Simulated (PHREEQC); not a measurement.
0.026 g of hydrous ferric oxide (600 m²/g; 0.2 weak and 0.005 strong sites per Fe, Dzombak-Morel constants, diffuse double layer) in 1 kg of water with 0.05 mol/kgw of an inert sodium salt, at 25 °C; the pH is set by adding NaOH or the inert anion's acid. Oxygen alone is held at its pressure in air (log pO2 = -0.68). The system is closed to CO2. Precipitation was switched off in this run.

All values are PHREEQC results (ion-association model, wateq4f.dat), not measurements.

| pH | surface charge σ (C/m²) | surface potential ψ (mV) |
|---|---|---|
| 4 | 0.294 | 160 |
| 4.5 | 0.238 | 149 |
| 5 | 0.181 | 135 |
| 5.5 | 0.130 | 118 |
| 6 | 0.089 | 99 |
| 6.5 | 0.058 | 78 |
| 7 | 0.034 | 56 |
| 7.5 | 0.017 | 31 |
| 8 | 0.003 | 6 |
| 8.5 | -0.010 | -20 |
| 9 | -0.026 | -45 |
| 9.5 | -0.046 | -69 |
| 10 | -0.074 | -90 |
| 10.5 | -0.111 | -110 |
| 11 | -0.158 | -128 |
| 11.5 | -0.216 | -142 |
| 12 | -0.281 | -152 |

Species that the database lacks are ignored.
